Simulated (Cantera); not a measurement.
An adiabatic, constant-volume homogeneous reactor starts with H₂ : O₂ : N₂ : H₂O = 1 : 0.333 : 1.25 : 0.09 (molar parts), equivalence ratio 1.5, at 1100 K and 2.40 bar. Integrator tolerance rtol = 1e-08.

Cantera simulation using the H2/O2 subset of GRI-Mech 3.0, which has no nitrogen chemistry; the numbers are that mechanism's predictions, not measurements. The hydrogen kinetics of GRI-Mech 3.0 are dated; newer H2 mechanisms differ, most at raised pressure.

What does this change do: initial temperature 1100 to 1275 K?


```tsv
quantity	before	after
time of steepest temperature rise	0.128 ms	15.4 µs
temperature at 0.300 s	2949 K	3002 K
equilibrium temperature	2949 K	3002 K
x(H₂) at 0.300 s	0.140 (gas-phase equilibrium 0.140)	0.140 (gas-phase equilibrium 0.140)
x(O₂) at 0.300 s	0.00113 (gas-phase equilibrium 0.00113)	0.00174 (gas-phase equilibrium 0.00174)
x(H₂O) at 0.300 s	0.299 (gas-phase equilibrium 0.299)	0.291 (gas-phase equilibrium 0.291)
x(H) at 0.300 s	0.0211 (gas-phase equilibrium 0.0211)	0.0266 (gas-phase equilibrium 0.0266)
x(O) at 0.300 s	0.00134 (gas-phase equilibrium 0.00134)	0.00213 (gas-phase equilibrium 0.00213)
```
Above 3000 K some thermodynamic fits are extrapolated.
